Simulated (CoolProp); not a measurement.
Propyne at several states: fugacity coefficient from the reference equation and from simpler models built on Tc = 129.6 °C, pc = 5.658 MPa, ω = 0.204; each cubic takes its own stable root.

Computed with CoolProp (reference Helmholtz-energy equation of state, Polt 1992). This equation is an older, rougher fit; its heat capacities, sound speeds and derivatives of the liquid may be far off and weren't checked against measurements.

| T (°C) | p (MPa) | phase | reference |
|---|---|---|---|
| 94.05 | 0.0125 | gas | 0.9990 |
| 169.25 | 2.85 | gas | 0.8744 |
| 176.45 | 0.216 | gas | 0.9906 |
| 163.45 | 2.27 | gas | 0.8949 |
| 105.65 | 5.94 | liquid | 0.4815 |

**Question.** How far does each simpler model (van der Waals, Redlich-Kwong, Soave-Redlich-Kwong, Peng-Robinson) lie from the reference over these 5 states: mean and median of the absolute difference, and the worst?

**Answer.** 
- van der Waals: mean 4.4 %, median 0.9 %, worst +19.9 % at 105.65 °C and 5.94 MPa
- Redlich-Kwong: mean 1.4 %, median 0.0 %, worst +7.0 % at 105.65 °C and 5.94 MPa
- Soave-Redlich-Kwong: mean 0.8 %, median 0.4 %, worst +3.1 % at 105.65 °C and 5.94 MPa
- Peng-Robinson: mean 0.6 %, median 0.7 %, worst -1.2 % at 169.25 °C and 2.85 MPa
